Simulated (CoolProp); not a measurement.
Vapour-liquid equilibrium of propylene (1) + n-heptane (2) at 31.55 °C; x and y are mole fractions of (1).

Values from CoolProp's multi-fluid Helmholtz-energy mixture model, Lemmon 2013 and Span 2003; pair parameters Bell 2016.

### Question
Give the bubble pressure and the first vapour's composition at x = 0.35, 0.425, 0.575. Is there an azeotrope?

### Answer
x = 0.35: 505.9 kPa, y = 0.986; x = 0.425: 613.0 kPa, y = 0.989; x = 0.575: 806.8 kPa, y = 0.993. No azeotrope shows between x = 0.05 and 0.95.

Pair parameters are fitted to limited data, so mixtures are less certain than the pure fluids. The gap from Raoult's law changes sign with composition, which may be real or a fault of the pair parameters; it wasn't checked against measurements.
